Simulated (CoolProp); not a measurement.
Vapour-liquid equilibrium of n-butane (1) + R113 (2) at 1.28 MPa; x and y are mole fractions of (1).

Values from CoolProp's multi-fluid Helmholtz-energy mixture model, Bücker 2006 and Marx 1992; pair parameters Bell 2016.

```csv
x,"bubble temperature, mixture model (°C)","bubble temperature, Raoult's law (°C)","y, mixture model","y, Raoult's law"
0.05,___,147.3,___,0.137
0.125,140.5,140.1,0.253,0.305
0.2,133.9,133.7,0.375,0.438
0.275,___,127.9,0.479,0.546
0.35,122.6,122.7,0.567,0.634
0.425,117.8,117.9,0.642,0.708
0.5,___,113.5,0.707,0.769
0.575,109.3,109.4,0.764,0.820
0.65,105.6,105.7,0.814,0.864
0.725,102.2,102.2,0.859,0.901
0.8,99.0,98.9,0.901,0.934
0.875,95.9,95.9,0.939,0.961
0.95,93.0,93.0,___,0.986
```

### Question
Some entries are withheld; supply them.

### Answer

- 0.05, bubble temperature, mixture model (°C): 147.6
- 0.05, y, mixture model: 0.109
- 0.275, bubble temperature, mixture model (°C): 128.0
- 0.5, bubble temperature, mixture model (°C): 113.3
- 0.95, y, mixture model: 0.976

The largest gap from Raoult's law is +0.4 K in bubble temperature, at x = 0.125. No azeotrope shows between x = 0.05 and 0.95.

The pair parameters rest on a limited set of measurements; away from them the model extrapolates.
